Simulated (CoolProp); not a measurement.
Vapour-liquid equilibrium of carbon dioxide (1) + CH3F (R41) (2) at -4.25 °C; x and y are mole fractions of (1).

Computed with CoolProp (multi-fluid Helmholtz-energy mixture model, Span 1996 and Lemmon 2006; pair parameters Bell 2016).

| x | bubble pressure (bar) | y at the bubble point | dew pressure at overall composition x (bar) | liquid density (mol/L) |
|---|---|---|---|---|
| 0.05 | 18.75 | 0.071 | 18.57 | 20.42 |
| 0.2 | 20.51 | 0.264 | 19.90 | 20.60 |
| 0.35 | 22.25 | 0.433 | 21.37 | 20.81 |
| 0.5 | 24.05 | 0.587 | 23.00 | 21.02 |
| 0.65 | 25.97 | 0.727 | 24.88 | 21.23 |
| 0.8 | 28.04 | 0.853 | 27.12 | 21.42 |
| 0.95 | 30.30 | 0.966 | 29.95 | 21.59 |

No azeotrope shows between x = 0.05 and 0.95.

The pair parameters rest on a limited set of measurements; away from them the model extrapolates.
